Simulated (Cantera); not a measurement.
# Premixed flame

A freely propagating, adiabatic, planar premixed flame of 38.7 % H₂, 12.9 % O₂, 48.4 % N₂, unburnt at 623 K and 100.0 Torr; mixture-averaged transport, grid criteria slope 0.08 and curve 0.16, no radiation.

Detailed kinetics in Cantera: the H2/O2 subset of GRI-Mech 3.0, which has no nitrogen chemistry. Burning velocities carry a grid error of a few per cent, more on coarse grids.

```csv
z (mm),T (K),u (m/s),x H₂,x O₂,x H,x H₂O₂,x H₂O,x OH
-19.1,623,7.34,0.387,0.129,<1e-8,<1e-8,<1e-8,<1e-8
-12.7,623,7.34,0.387,0.129,<1e-8,<1e-8,<1e-8,<1e-8
-9.53,623,7.34,0.387,0.129,<1e-8,<1e-8,<1e-8,<1e-8
-6.36,623,7.34,0.387,0.129,4.16e-7,<1e-8,3.44e-8,<1e-8
-3.18,631,7.42,0.386,0.129,0.000518,2.82e-7,0.000522,2.34e-5
-1.59,745,8.69,0.362,0.125,0.0121,3.34e-7,0.0112,0.000263
0,1126,12.8,0.206,0.0707,0.0917,4.40e-7,0.122,0.00300
1.59,1381,15.5,0.104,0.0142,0.131,4.42e-7,0.228,0.00632
3.18,1482,16.5,0.102,0.00947,0.124,3.87e-7,0.238,0.00782
6.36,1606,17.8,0.109,0.00805,0.108,2.79e-7,0.242,0.00960
12.7,1750,19.1,0.116,0.00660,0.0907,1.61e-7,0.247,0.0113
25.4,1904,20.6,0.123,0.00497,0.0726,8.39e-8,0.254,0.0124
50.8,2055,21.9,0.129,0.00339,0.0554,4.41e-8,0.262,0.0124
```
x: mole fraction of selected species; z is measured from the peak of heat release.

| Item | Result |
|---|---|
| laminar burning velocity | 734 cm/s |
| thermal thickness | 6.36 mm |
| peak x(H) | 0.131 |
| peak x(H₂O₂) | 4.92e-7 |
| peak x(OH) | 0.0126 |
| grid points | 140 |
